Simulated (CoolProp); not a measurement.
Vapour-liquid equilibrium of R114 (1) + n-heptane (2) at 341.4 K; x and y are mole fractions of (1).

Computed with CoolProp (multi-fluid Helmholtz-energy mixture model, Platzer 1990 and Span 2003; pair parameters Bell 2016). This equation is an older, rougher fit; its heat capacities, sound speeds and derivatives of the liquid may be far off and weren't checked against measurements.

```
x      bubble pressure, mixture model (kPa)  bubble pressure, Raoult's law (kPa)  y, mixture model  y, Raoult's law
-----  ------------------------------------  -----------------------------------  ----------------  ---------------
0.05                                  85.21                                71.63             0.565            0.495
0.125                                 153.0                                122.0             0.768            0.727
0.2                                   216.1                                172.4             0.844            0.823
0.275                                 273.9                                222.7             0.883            0.876
0.35                                  326.4                                273.1             0.908            0.909
0.425                                 374.2                                323.5             0.924            0.932
0.5                                   418.1                                373.8             0.937            0.949
0.575                                 459.4                                424.2             0.948            0.962
0.65                                  499.2                                474.6             0.957            0.972
0.725                                 539.1                                524.9             0.965            0.980
0.8                                   580.4                                575.3             0.974            0.987
0.875                                 624.7                                625.7             0.983            0.992
0.95                                  673.6                                676.0             0.993            0.997
```

The largest gap from Raoult's law is +25.4 % in bubble pressure, at x = 0.125. No azeotrope shows between x = 0.05 and 0.95.

Pair parameters are fitted to limited data, so mixtures are less certain than the pure fluids.
